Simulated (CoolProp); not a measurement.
Vapour-liquid equilibrium of R1234yf (1) + isobutane (2) at 1.4 MPa; x and y are mole fractions of (1).

The numbers come from the multi-fluid Helmholtz-energy mixture model, Lemmon 2022 and Bücker 2006; pair parameters Bell 2016 in CoolProp.

```
x     bubble temperature (°C)  y at the bubble point  dew temperature at overall composition x (°C)  liquid density (mol/L)
----  -----------------------  ---------------------  ---------------------------------------------  ----------------------
0.05                     76.6             (withheld)                                           79.7              (withheld)
0.15               (withheld)                  0.291                                           75.2                   8.204
0.25                     63.7                  0.408                                           70.7                   8.246
0.35                     60.1                  0.496                                           66.2                   8.263
0.45                     57.6                  0.570                                           61.9                   8.276
0.55                     55.7                  0.637                                           58.2                   8.297
0.65                     54.3                  0.705                                           55.4              (withheld)
0.75               (withheld)             (withheld)                                           53.6                   8.380
0.85                     52.8                  0.856                                           52.9                   8.443
0.95                     52.8                  0.948                                           52.8                   8.516
```

Task: Some entries are withheld; supply them.

Result: 
- 0.05, y at the bubble point: 0.119
- 0.05, liquid density (mol/L): 8.106
- 0.15, bubble temperature (°C): 68.8
- 0.65, liquid density (mol/L): 8.330
- 0.75, bubble temperature (°C): 53.3
- 0.75, y at the bubble point: 0.776

y crosses x between x = 0.85 and 0.95: the model has an azeotrope there.

Pair parameters are fitted to limited data, so mixtures are less certain than the pure fluids.
